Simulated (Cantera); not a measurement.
An isothermal, constant-pressure homogeneous reactor starts with CH₄ : H₂O = 1 : 1.3 (molar parts), at 1700 K and 0.140 bar. Integrator tolerance rtol = 1e-08.

Detailed kinetics in Cantera: GRI-Mech 3.0 (53 species, 325 reactions).

What does this change do: temperature 1700 to 1225 K?


```csv
quantity,before,after
x(CH₄) at 200 s,2.52e-8 (gas-phase equilibrium 1.25e-8),0.390 (gas-phase equilibrium 6.75e-6)
x(H₂O) at 200 s,0.0637 (gas-phase equilibrium 0.0637),0.548 (gas-phase equilibrium 0.0576)
x(C₂H₄) at 200 s,<1e-12 (gas-phase equilibrium <1e-12),0.00151 (gas-phase equilibrium 5.11e-12)
x(C₂H₂) at 200 s,3.64e-12 (gas-phase equilibrium 1.44e-12),0.0141 (gas-phase equilibrium 6.27e-12)
x(CO₂) at 200 s,0.00601 (gas-phase equilibrium 0.00601),4.93e-5 (gas-phase equilibrium 0.0122)
x(CH₂) at 200 s,<1e-12 (gas-phase equilibrium <1e-12),1.26e-11 (gas-phase equilibrium <1e-12)
```
